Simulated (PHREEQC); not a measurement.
# Buffer: speciation

Solution (25 °C): 0.081 mol H3PO4 and 0.19 mol Na2HPO4 per kg of water. Closed to the air; pH follows from the charge balance.

The numbers come from PHREEQC with the ion-association model, wateq4f.dat.

Precipitation was switched off in this run.

### Question
Estimate the pH.

### Answer
pH 6.47.

### Question
In which forms is P present?

### Answer
H2PO4- 60 %, HPO4-2 35 %, NaHPO4- 5.6 % of the P.

H3PO4, which wateq4f.dat lacks, is added to it with the constant of phreeqc.dat.
